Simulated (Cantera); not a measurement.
Input (Python, Cantera) and output of one run.

```python
import numpy as np
import cantera as ct

gas_names = """
    H HNO HNO2 HNO3 HO2 H2 H2O H2O2 Hg N NH NH2 NH3 NH2OH NO NO2 NO3 N2 N2H2 N2H4 N2O O OH O2 O3
""".split()
cond_names = """
    H2O(s) H2O(L) Hg(cr) Hg(L) HgO(s)
""".split()


# ... load() reads the species with a 1 bar reference pressure and builds the phases ...
atoms = {
    'HgO': {'Hg': 1, 'O': 1},
    'H2': {'H': 2},
    'N2': {'N': 2},
}
top_T = {}  # K; cautious upper limits of use, not melting points


# ... equilibrate(T, P, feed) seeds the gas with the atoms and calls Mixture.equilibrate('TP', solver="vcs", rtol=1e-11, max_steps=5000) ...
results = []
T = 548  # K
P = 101325  # Pa
for m in [0.31, 0.38, 0.48, 0.6, 0.75, 0.95, 1.2, 1.5, 1.9, 2.3]:
    feed = {'HgO': 1, 'H2': m, 'N2': 10}  # mol
    mix = equilibrate(T, P, feed)
    results.append((T, P, feed, dict(zip(mix.species_names, mix.species_moles))))

top = {s: max(r[3][s] / sum(r[3][g] for g in gas_names) for r in results) for s in gas_names}
cols = sorted((s for s in top if top[s] > 0.0001), key=lambda s: -top[s])[:8]
seen = [c for c in cond_names if any(r[3].get(c, 0) > 1e-12 for r in results)]
print("log10 of partial pressures in bar; condensed amounts in mol")
print(f"{'n(H2)':>10s}" + "".join(f"{s[:9]:>10s}" for s in cols + seen))
for T, P, feed, n in results:
    ng = sum(n[g] for g in gas_names)
    print(f"{feed['H2']:10.4g}" + "".join(f"{np.log10(max(n[s] / ng * P / 1e5, 1e-99)):10.3f}" for s in cols)
          + "".join(f"{n.get(c, 0):10.4g}" for c in seen))
```

It prints:

```
log10 of partial pressures in bar; condensed amounts in mol
     n(H2)        N2        H2        Hg       H2O       NH3    HgO(s)
      0.31    -0.020   -19.938    -1.528    -1.529   -30.877    0.6893
      0.38    -0.026   -19.773    -1.446    -1.446   -30.632    0.6195
      0.48    -0.034   -19.587    -1.353    -1.353   -30.356    0.5197
       0.6    -0.044   -19.412    -1.265    -1.265   -30.098    0.3998
      0.75    -0.055   -19.241    -1.180    -1.180   -29.848    0.2498
      0.95    -0.070   -19.065    -1.092    -1.092   -29.592    0.0499
       1.2    -0.081    -1.788    -1.081    -1.081    -3.681         0
       1.5    -0.091    -1.405    -1.091    -1.091    -3.111         0
       1.9    -0.105    -1.166    -1.104    -1.104    -2.760         0
       2.3    -0.118    -1.022    -1.117    -1.117    -2.551         0
```

Method: chemical equilibrium by Gibbs-energy minimisation in Cantera with the NASA 1993 tables (ideal gas, pure condensed phases).
